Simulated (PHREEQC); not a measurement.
Make-up at 20 °C: 0.007 mol/kgw PbCl2 and 0.0135 mol/kgw HNO3. Closed to the air; pH follows from the charge balance.

Equilibrium calculation in PHREEQC: ion-association model, wateq4f.dat.

This is a speciation only: nothing precipitates in the calculation.

### Question
What pH does the model give?

### Answer
pH 1.93.

### Question
In which forms is Pb present?

### Answer
Pb+2 75 %, PbCl+ 17 %, PbNO3+ 7.4 % of the Pb.
